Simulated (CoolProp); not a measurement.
A simple Rankine cycle with n-perfluorohexane: condensing at 323.15 K, boiler at 0.434 MPa, turbine inlet 421.2 K, turbine efficiency 0.9, pump efficiency 0.8, no recuperator. Each further row changes one setting.

Values from CoolProp's reference Helmholtz-energy equation of state, Gao 2022.

| case | thermal efficiency (%) | net work (kJ/kg) | heat in (kJ/kg) | turbine exit temperature (K) | volume ratio over the turbine |
|---|---|---|---|---|---|
| as stated | 8.2 | 14.3 | 173 | 402.4 | 5.82 |
| turbine inlet 441.2 K | … | 15.1 | 194 | … | … |
| condensing temperature 315.15 K | … | 16.8 | 182 | 399.5 | … |
| boiler pressure 0.304 MPa | 6.6 | 11.6 | 175 | … | 3.95 |
| turbine efficiency 0.8 | 7.3 | 12.7 | 173 | … | 5.84 |

Question: Some entries are withheld; supply them.

Answer: 
- turbine inlet 441.2 K, thermal efficiency (%): 7.8
- turbine inlet 441.2 K, turbine exit temperature (K): 422.4
- turbine inlet 441.2 K, volume ratio over the turbine: 5.72
- condensing temperature 315.15 K, thermal efficiency (%): 9.2
- condensing temperature 315.15 K, volume ratio over the turbine: 7.80
- boiler pressure 0.304 MPa, turbine exit temperature (K): 406.8
- turbine efficiency 0.8, turbine exit temperature (K): 404.1
